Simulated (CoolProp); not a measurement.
Acetone along the isobar 4.4 MPa: density (kg/m³) from the reference equation and from simpler models built on Tc = 508.1 K, pc = 4.692 MPa, ω = 0.307; each cubic takes its own stable root.

Values from CoolProp's reference Helmholtz-energy equation of state, Lemmon 2006. It is a short technical equation, of lower accuracy than the large ones.

```tsv
T (K)	phase	reference
292.4	liquid	795.2
301.1	liquid	785.8
309.8	liquid	776.2
318.6	liquid	766.5
327.3	liquid	756.6
336.1	liquid	746.6
344.8	liquid	736.4
353.5	liquid	726.0
362.3	liquid	715.3
371	liquid	704.4
379.7	liquid	693.3
388.5	liquid	681.6
397.2	liquid	669.8
```

How far does each simpler model (van der Waals, Redlich-Kwong, Soave-Redlich-Kwong, Peng-Robinson) lie from the reference over these 13 states: mean and median of the absolute difference, and the worst?


- van der Waals: mean 47.7 %, median 47.7 %, worst -48.3 % at 292.4 K and 4.4 MPa
- Redlich-Kwong: mean 24.8 %, median 24.6 %, worst -25.7 % at 397.2 K and 4.4 MPa
- Soave-Redlich-Kwong: mean 21.6 %, median 21.6 %, worst -22.0 % at 397.2 K and 4.4 MPa
- Peng-Robinson: mean 11.5 %, median 11.4 %, worst -12.0 % at 292.4 K and 4.4 MPa
